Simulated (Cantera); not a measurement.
A closed system holds: 1 mol SiF₄, 1.7 mol CH₄, 1400 mol H₂, equilibrated at 1573 K and 750 Torr.

Equilibrium computed with Cantera from the NASA thermochemical tables; the gas is ideal and each condensed phase is pure. Candidate condensed phases: C, C₆H₆, C₇H₈, C₈H₁₈, Si, SiC; 113 gas species. The tables' values for SiF₃, SiF₂ are old estimates; treat these amounts as uncertain. Equilibrium is a limit: real reactors are often held back by kinetics, nucleation or transport.

Base state: H₂ 0.997, HF 0.00173, CH₄ 0.000820, SiF₄ 0.000154, SiF₃ 7.25e-5, SiHF₃ 7.17e-5, H 4.06e-5, SiF₂ 1.72e-5 (mole fractions); condensed: SiC(s).

Q: What changes in the equilibrium state with this change: pressure from 750 Torr to 48.8 Torr?

A: 
| species | before | after |
|---|---|---|
| H₂ | 0.997 | 0.997 |
| HF | 0.00173 | 0.00261 |
| H | 4.06e-5 | 0.000159 |
| CH₄ | 0.000820 | 0.000119 |
| SiF₄ | 0.000154 | 2.31e-5 |
| SiF₃ | 7.25e-5 | 2.83e-5 |
| SiH₂F₂ | 1.50e-5 | 9.92e-7 |
| SiHF₃ | 7.17e-5 | 7.14e-6 |
| SiC(s), mol | 0.534 | 0.892 |
| C(graphite), mol | 0 | 0.583 |
